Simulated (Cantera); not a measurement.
## Boron, boron nitride and boron oxide: B₂H₆ + H₂

Input: 1 mol B₂H₆, 1.1 mol H₂, held at 100000 Pa.

These are equilibrium values from Cantera (NASA tables, ideal gas, pure condensed phases), not measurements of a reactor. Candidate condensed phases: B; 7 gas species. The feed counts by its element totals alone. The tables' values for BH₂ are old estimates; treat these amounts as uncertain. Gases not in the tables: B₂H₆ and higher boranes. Kinetics and transport are ignored.

```tsv
T (K)	log p H₂	log p H	log p BH₂	log p BH₃	log p BH	n B(s)
1573	0.00	-4.39	-4.69	-5.07	-9.59	2.00
1648	0.00	-4.05	-4.40	-4.93	-8.93	2.00
1723	0.00	-3.74	-4.14	-4.81	-8.33	2.00
1798	0.00	-3.45	-3.89	-4.70	-7.78	2.00
1873	0.00	-3.19	-3.67	-4.60	-7.28	2.00
1948	0.00	-2.95	-3.46	-4.51	-6.82	2.00
2023	0.00	-2.72	-3.27	-4.42	-6.39	2.00
2098	0.00	-2.51	-3.10	-4.34	-5.99	2.00
2173	0.00	-2.32	-2.94	-4.27	-5.62	2.00
```
log p: log10 of the partial pressure in bar; n: condensed amount in mol.

From 1573 K to 2173 K the condensed part is B(s).
